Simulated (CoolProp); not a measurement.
CH2F2 (R32) along the isobar 0.101 MPa: fugacity coefficient from the reference equation and from simpler models built on Tc = 351.3 K, pc = 5.783 MPa, ω = 0.277; each cubic takes its own stable root.

The numbers come from the reference Helmholtz-energy equation of state, Tillner-Roth 1997 in CoolProp.

```json
[
 {"T (K)": "148.9", "phase": "liquid", "reference": "___", "van der Waals": "0.4685", "Redlich-Kwong": "0.009529", "Soave-Redlich-Kwong": "0.002287", "Peng-Robinson": "0.002676"},
 {"T (K)": "165.4", "phase": "liquid", "reference": "0.01808", "van der Waals": "___", "Redlich-Kwong": "0.05411", "Soave-Redlich-Kwong": "0.01569", "Peng-Robinson": "0.01740"},
 {"T (K)": "181.8", "phase": "liquid", "reference": "___", "van der Waals": "0.9767", "Redlich-Kwong": "0.2052", "Soave-Redlich-Kwong": "___", "Peng-Robinson": "___"},
 {"T (K)": "198.3", "phase": "liquid", "reference": "___", "van der Waals": "0.9808", "Redlich-Kwong": "0.5907", "Soave-Redlich-Kwong": "0.2449", "Peng-Robinson": "0.2543"},
 {"T (K)": "214.7", "phase": "liquid", "reference": "0.6786", "van der Waals": "0.9839", "Redlich-Kwong": "0.9769", "Soave-Redlich-Kwong": "___", "Peng-Robinson": "___"},
 {"T (K)": "231.2", "phase": "gas", "reference": "0.9669", "van der Waals": "0.9863", "Redlich-Kwong": "0.9811", "Soave-Redlich-Kwong": "0.9787", "Peng-Robinson": "0.9778"},
 {"T (K)": "247.6", "phase": "gas", "reference": "0.9751", "van der Waals": "0.9883", "Redlich-Kwong": "0.9843", "Soave-Redlich-Kwong": "0.9825", "Peng-Robinson": "0.9816"},
 {"T (K)": "264.1", "phase": "gas", "reference": "0.9807", "van der Waals": "0.9899", "Redlich-Kwong": "0.9868", "Soave-Redlich-Kwong": "0.9855", "Peng-Robinson": "0.9846"},
 {"T (K)": "280.5", "phase": "gas", "reference": "0.9847", "van der Waals": "0.9912", "Redlich-Kwong": "0.9888", "Soave-Redlich-Kwong": "0.9878", "Peng-Robinson": "0.9870"},
 {"T (K)": "297", "phase": "gas", "reference": "0.9876", "van der Waals": "0.9923", "Redlich-Kwong": "0.9904", "Soave-Redlich-Kwong": "0.9898", "Peng-Robinson": "0.9890"},
 {"T (K)": "313.4", "phase": "gas", "reference": "0.9898", "van der Waals": "0.9932", "Redlich-Kwong": "0.9918", "Soave-Redlich-Kwong": "0.9914", "Peng-Robinson": "0.9906"},
 {"T (K)": "329.9", "phase": "gas", "reference": "0.9915", "van der Waals": "0.9940", "Redlich-Kwong": "0.9929", "Soave-Redlich-Kwong": "0.9927", "Peng-Robinson": "0.9920"},
 {"T (K)": "346.3", "phase": "gas", "reference": "0.9929", "van der Waals": "0.9946", "Redlich-Kwong": "0.9938", "Soave-Redlich-Kwong": "0.9938", "Peng-Robinson": "0.9931"}
]
```

Problem. What belongs in the gaps?

Solution. 
- 148.9, reference: 0.002804
- 165.4, van der Waals: 0.9714
- 181.8, reference: 0.07841
- 181.8, Soave-Redlich-Kwong: 0.07153
- 181.8, Peng-Robinson: 0.07635
- 198.3, reference: 0.2578
- 214.7, Soave-Redlich-Kwong: 0.6658
- 214.7, Peng-Robinson: 0.6778

At some of these states van der Waals, Redlich-Kwong gives the other phase, because its saturation line lies elsewhere.
